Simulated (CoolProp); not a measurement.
Properties of R507A along the isotherm 273.8 K (Tc = 343.8 K, pc = 37.05 bar, ω = 0.286).

Values from CoolProp's reference Helmholtz-energy equation of state, Lemmon 2003. It is a pseudo-pure fit of the blend.

| p (bar) | phase | density (kg/m³) | isothermal compressibility (1/MPa) | conductivity (mW/(m K)) | Prandtl number | fugacity coefficient |
|---|---|---|---|---|---|---|
| 23.2 | liquid | 1164 | 0.005194 | 76.1 | 3.36 | 0.2521 |
| 46.3 | liquid | 1178 | 0.004584 | 77.7 | 3.40 | 0.1376 |
| 69.5 | liquid | 1190 | 0.004117 | 79.1 | 3.46 | 0.09982 |
| 92.6 | liquid | 1200 | 0.003749 | 80.5 | 3.51 | 0.08148 |
| 116 | liquid | 1210 | 0.003445 | 81.7 | 3.56 | 0.07077 |
| 139 | liquid | 1220 | 0.003195 | 82.9 | 3.62 | 0.06412 |
| 162 | liquid | 1228 | 0.002984 | 84.1 | 3.68 | 0.05969 |
| 185 | liquid | 1237 | 0.002801 | 85.1 | 3.73 | 0.05668 |
| 208 | liquid | 1244 | 0.002642 | 86.2 | 3.79 | 0.05464 |
| 232 | liquid | 1252 | 0.002496 | 87.2 | 3.85 | 0.05325 |
| 255 | liquid | 1259 | 0.002372 | 88.2 | 3.91 | 0.05246 |
| 278 | liquid | 1266 | 0.002261 | 89.2 | 3.97 | 0.05208 |
| 301 | liquid | 1272 | 0.002160 | 90.1 | 4.03 | 0.05204 |
| 324 | liquid | 1278 | 0.002069 | 91.0 | 4.08 | 0.05229 |
| 347 | liquid | 1284 | 0.001986 | 91.9 | 4.14 | 0.05278 |
| 370 | liquid | 1290 | 0.001910 | 92.7 | 4.20 | 0.05349 |

Viscosity comes from a separate model (Geller 2000). Thermal conductivity comes from a separate model (Geller 2001).
